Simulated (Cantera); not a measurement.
Input (Python, Cantera) and output of one run.

```python
import numpy as np
import cantera as ct

gas_names = """
    AL ALH ALN ALO ALOH ALO2 ALO2H AL2 AL2O AL2O2 H HALO HNO HNO2 HNO3 HO2 H2 H2O H2O2 N NH NH2 NH3
    NH2OH NO NO2 NO3 N2 N2H2 N2H4 N2O O OH O2 O3
""".split()
cond_names = """
    AL(cr) AL(L) ALN(s) AL2O3(a) AL2O3(L) H2O(s) H2O(L)
""".split()


# ... load() reads the species with a 1 bar reference pressure and builds the phases ...
atoms = {
    'Al2O3': {'AL': 2, 'O': 3},
    'H2': {'H': 2},
    'N2': {'N': 2},
}
top_T = {'ALN(s)': 2750}  # K; cautious upper limits of use, not melting points


# ... equilibrate(T, P, feed) seeds the gas with the atoms and calls Mixture.equilibrate('TP', solver="vcs", rtol=1e-11, max_steps=5000) ...
results = []
T = 1150  # K
P = 13332.2  # Pa
for m in [0.37, 0.8, 1.7, 3.6, 7.7, 16, 35, 74, 160, 330]:
    feed = {'Al2O3': 1, 'H2': m, 'N2': 4}  # mol
    mix = equilibrate(T, P, feed)
    results.append((T, P, feed, dict(zip(mix.species_names, mix.species_moles))))

top = {s: max(r[3][s] / sum(r[3][g] for g in gas_names) for r in results) for s in gas_names}
cols = sorted((s for s in top if top[s] > 1e-06), key=lambda s: -top[s])[:7]
seen = [c for c in cond_names if any(r[3].get(c, 0) > 1e-12 for r in results)]
print("log10 of partial pressures in bar; condensed amounts in mol")
print(f"{'n(H2)':>10s}" + "".join(f"{s[:9]:>10s}" for s in cols + seen))
for T, P, feed, n in results:
    ng = sum(n[g] for g in gas_names)
    print(f"{feed['H2']:10.4g}" + "".join(f"{np.log10(max(n[s] / ng * P / 1e5, 1e-99)):10.3f}" for s in cols)
          + "".join(f"{n.get(c, 0):10.4g}" for c in seen))
```

Result:

```
log10 of partial pressures in bar; condensed amounts in mol
     n(H2)        H2        N2       NH3    ALN(s)  AL2O3(a)
      0.37    -1.947    -0.914    -6.991 2.999e-07         1
       0.8    -1.653    -0.954    -6.570 6.285e-07         1
       1.7    -1.401    -1.029    -6.228 1.261e-06         1
       3.6    -1.200    -1.154    -5.989 2.426e-06         1
       7.7    -1.057    -1.341    -5.869 4.495e-06         1
        16    -0.972    -1.574    -5.858 7.811e-06         1
        35    -0.922    -1.864    -5.928 1.368e-05         1
        74    -0.898    -2.165    -6.042 2.295e-05         1
       160    -0.886    -2.488    -6.186 3.874e-05         1
       330    -0.880    -2.797    -6.332 6.303e-05         1
```

Cantera equilibrium calculation (NASA polynomials, part measured and part estimated; ideal gas, pure solids and liquids).
